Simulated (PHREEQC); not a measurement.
0.1 g of hydrous ferric oxide (600 m²/g; 0.2 weak and 0.005 strong sites per Fe, Dzombak-Morel constants, diffuse double layer) in 1 kg of water with 0.05 mol/kgw of an inert sodium salt, at 25 °C; the pH is set by adding NaOH or the inert anion's acid. O2 is buffered at 0.21 atm. No CO2 enters from the air. Precipitation was switched off in this run.

Model: ion-association model, wateq4f.dat, run in PHREEQC.

Task: Predict surface charge σ (C/m²), surface potential ψ (mV) at pH = 5.33, 6, 10.67, 11.33.

Result: 
| pH | surface charge σ (C/m²) | surface potential ψ (mV) |
|---|---|---|
| 5.33 | 0.146 | 124 |
| 6 | 0.089 | 99 |
| 10.67 | -0.126 | -116 |
| 11.33 | -0.196 | -138 |
